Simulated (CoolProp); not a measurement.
Vapour-liquid equilibrium of neopentane (1) + n-pentane (2) at 1.27 MPa; x and y are mole fractions of (1).

Computed with CoolProp (multi-fluid Helmholtz-energy mixture model, Lemmon 2006 and Thol 2019; pair parameters Bell 2016).

Q: Give the bubble temperature and the first vapour's composition at x = 0.15, 0.25, 0.55. Is there an azeotrope?

A: x = 0.15: 405.2 K, y = 0.206; x = 0.25: 401.8 K, y = 0.330; x = 0.55: 392.2 K, y = 0.646. No azeotrope shows between x = 0.05 and 0.95.

Pair parameters are fitted to limited data, so mixtures are less certain than the pure fluids.
